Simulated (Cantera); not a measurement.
Input: 1 mol C2F6, 0.023 mol Si, 4.8 mol H2, 0.07 mol F2, held at 750 Torr.

Method: chemical equilibrium by Gibbs-energy minimisation in Cantera with the NASA 1993 tables (ideal gas, pure condensed phases). Candidate condensed phases: C, C6H6, C7H8, C8H18, Si, SiC; 113 gas species. The feed counts by its element totals alone. Kinetics and transport are ignored. All values below are at 1475 °C.

Base state: HF 0.771, H2 0.226, SiF4 0.00292, H 0.000109, CH4 4.70e-5, C2H2 (acetylene) 2.55e-5 (mole fractions); condensed: C(graphite).

### Question
What changes in the equilibrium state with this change: H2 from 4.8 to 1.1 mol?

### Answer
| species | before | after |
|---|---|---|
| HF | 0.771 | 0.690 |
| CF4 | <1e-9 | 0.302 |
| SiF4 | 0.00292 | 0.00722 |
| H2 | 0.226 | 1.41e-7 |
| CF2 | <1e-9 | 0.000557 |
| CF3 | <1e-9 | 0.000168 |
| CH4 | 4.70e-5 | <1e-9 |
| CHF3 | <1e-9 | 2.74e-5 |
| C2H2 (acetylene) | 2.55e-5 | <1e-9 |
| C(graphite), mol | 2.00 | 1.04 |
Gases not in the tables: C2F6 and larger saturated fluorocarbons.
